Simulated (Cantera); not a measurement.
A closed system holds: 1 mol Ti(OiPr)₄, 0.27 mol O₂, equilibrated at 1250 K and 5.80 mbar.

These are equilibrium values from Cantera (NASA tables, ideal gas, pure condensed phases), not measurements of a reactor. Candidate condensed phases: C, C₆H₆, C₇H₈, C₈H₁₈, H₂O, Ti, TiC, TiO, TiO₂, Ti₂O₃, Ti₃O₅, Ti₄O₇; 113 gas species. The feed counts by its element totals alone. TiC: taken at fixed stoichiometry. The numbers say what is thermodynamically allowed, not how fast it happens.

Base state: H₂ 0.755, CO 0.245, CH₄ 3.64e-5, H₂O 1.61e-5 (mole fractions); condensed: C(graphite) + TiC(s).

Question: What changes in the equilibrium state with this change: temperature from 1250 K to 1650 K?

Answer: 
| species | before | after |
|---|---|---|
| H₂ | 0.755 | 0.754 |
| CO | 0.245 | 0.245 |
| H | 5.52e-6 | 0.00104 |
| C₂H₂ (acetylene) | 1.90e-7 | 3.44e-5 |
| H₂O | 1.61e-5 | 6.89e-7 |
| CH₄ | 3.64e-5 | 4.38e-6 |
| C(graphite), mol | 6.46 | 6.46 |
| TiC(s), mol | 1.00 | 1.00 |
